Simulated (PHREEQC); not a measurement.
A solution holds 0.00044 mol/kgw NaH2PO4, 0.00025 mol/kgw Na2B4O7 and 2.5e-06 mol/kgw KCl, at 13 °C. Closed to the air; pH follows from the charge balance.

Equilibrium calculation in PHREEQC: ion-association model, wateq4f.dat.

This is a speciation only: nothing precipitates in the calculation.

Q: What pH, ionic strength does the model give?

A: pH 8.31; ionic strength 0.00135 mol/kgw.

Q: In which forms is B present?

A: H3BO3 91 %, H2BO3- 9.0 % of the B.

Species that the database lacks are ignored. H3PO4, which wateq4f.dat lacks, is added to it with the constant of phreeqc.dat. Away from 25 °C the constants follow the database's enthalpies or fits; those with neither stay at their 25 °C values.
